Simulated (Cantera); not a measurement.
An adiabatic, constant-pressure homogeneous reactor starts with H2 : O2 : N2 = 1 : 0.704 : 2.65 (molar parts), equivalence ratio 0.71, at 1723 K and 6.12 atm. Integrator tolerance rtol = 1e-08.

Cantera simulation using the H2/O2 subset of GRI-Mech 3.0, which has no nitrogen chemistry; the numbers are that mechanism's predictions, not measurements. The hydrogen kinetics of GRI-Mech 3.0 are dated; newer H2 mechanisms differ, most at raised pressure.

Problem. What does this change do: constant volume in place of constant pressure?

Solution. 
```json
[
 {"quantity": "time of steepest temperature rise", "before": "1.19 µs", "after": "1.18 µs"},
 {"quantity": "temperature at 6.00 s", "before": "2962 K", "after": "3121 K"},
 {"quantity": "equilibrium temperature", "before": "2962 K", "after": "3121 K"},
 {"quantity": "x(H2) at 6.00 s", "before": "0.0157 (gas-phase equilibrium 0.0157)", "after": "0.0196 (gas-phase equilibrium 0.0196)"},
 {"quantity": "x(O2) at 6.00 s", "before": "0.0488 (gas-phase equilibrium 0.0488)", "after": "0.0482 (gas-phase equilibrium 0.0482)"},
 {"quantity": "x(OH) at 6.00 s", "before": "0.0318 (gas-phase equilibrium 0.0318)", "after": "0.0380 (gas-phase equilibrium 0.0380)"},
 {"quantity": "x(H) at 6.00 s", "before": "0.00712 (gas-phase equilibrium 0.00712)", "after": "0.00993 (gas-phase equilibrium 0.00993)"},
 {"quantity": "x(H2O2) at 6.00 s", "before": "1.96e-6 (gas-phase equilibrium 1.96e-6)", "after": "3.01e-6 (gas-phase equilibrium 3.01e-6)"}
]
```
Above 3000 K some thermodynamic fits are extrapolated.

Problem. What does this change do: initial temperature 1723 to 1748 K?

Solution. 
| quantity | before | after |
|---|---|---|
| time of steepest temperature rise | 1.19 µs | 1.12 µs |
| temperature at 6.00 s | 2962 K | 2974 K |
| equilibrium temperature | 2962 K | 2974 K |
| x(H2) at 6.00 s | 0.0157 (gas-phase equilibrium 0.0157) | 0.0162 (gas-phase equilibrium 0.0162) |
| x(O2) at 6.00 s | 0.0488 (gas-phase equilibrium 0.0488) | 0.0488 (gas-phase equilibrium 0.0488) |
| x(OH) at 6.00 s | 0.0318 (gas-phase equilibrium 0.0318) | 0.0325 (gas-phase equilibrium 0.0325) |
| x(H) at 6.00 s | 0.00712 (gas-phase equilibrium 0.00712) | 0.00751 (gas-phase equilibrium 0.00751) |
| x(H2O2) at 6.00 s | 1.96e-6 (gas-phase equilibrium 1.96e-6) | 1.98e-6 (gas-phase equilibrium 1.98e-6) |
